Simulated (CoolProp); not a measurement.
Saturation properties of ammonia.

Model: reference Helmholtz-energy equation of state, Gao 2020, in CoolProp.

| T (K) | p (kPa) | vapour density (kg/m³) | enthalpy of vaporisation (kJ/kg) | liquid cp (kJ/(kg K)) | liquid viscosity (µPa s) |
|---|---|---|---|---|---|
| 216.2 | 26.61 | 0.2551 | 1436 | 4.375 | 369 |
| 218.6 | 30.94 | 0.2937 | 1430 | 4.384 | 354 |
| 221.1 | 36.07 | 0.3390 | 1423 | 4.394 | 339 |
| 223.5 | 41.63 | 0.3876 | 1416 | 4.403 | 326 |
| 226 | 48.16 | 0.4441 | 1409 | 4.413 | 313 |
| 228.4 | 55.20 | 0.5045 | 1403 | 4.422 | 301 |
| 230.9 | 63.41 | 0.5743 | 1396 | 4.431 | 290 |
| 233.3 | 72.21 | 0.6484 | 1389 | 4.441 | 280 |
| 235.8 | 82.41 | 0.7337 | 1382 | 4.450 | 270 |
| 238.2 | 93.28 | 0.8237 | 1375 | 4.459 | 260 |
| 240.7 | 105.8 | 0.9267 | 1367 | 4.469 | 252 |
| 243.1 | 119.1 | 1.035 | 1360 | 4.478 | 244 |

It boils at 239.8 K under 1 atm.

Viscosity comes from a separate model (Fenghour 1995).
